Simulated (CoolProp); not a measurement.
Saturation properties of R1123 (Tc = 331.7 K, pc = 45.49 bar, ω = 0.243).

Computed with CoolProp (reference Helmholtz-energy equation of state, Akasaka 2020).

```tsv
T (K)	p (bar)	liquid density (kg/m³)	vapour density (kg/m³)	enthalpy of vaporisation (kJ/kg)	liquid cp (kJ/(kg K))
227.7	2.145	1294	9.901	213.8	1.313
233.2	2.709	1276	12.36	209.4	1.326
238.7	?	1257	15.27	204.9	1.341
244.2	4.173	1237	18.68	200.3	1.358
249.7	5.097	1217	22.68	195.4	1.376
255.3	?	1196	?	190.2	1.398
260.8	7.421	1175	32.85	184.9	1.421
266.3	8.829	1152	39.13	179.3	1.448
271.8	10.43	1129	46.39	173.4	1.480
277.3	?	1105	54.80	167.1	1.517
282.8	14.25	1079	64.55	?	1.561
288.3	16.52	1052	?	153.1	1.614
```

Problem. Some entries are withheld; supply them.

Solution. 
- 238.7, p (bar): 3.381
- 255.3, p (bar): 6.188
- 255.3, vapour density (kg/m³): 27.43
- 277.3, p (bar): 12.23
- 282.8, enthalpy of vaporisation (kJ/kg): 160.3
- 288.3, vapour density (kg/m³): 75.89

It boils at 211.9 K under 1 atm.
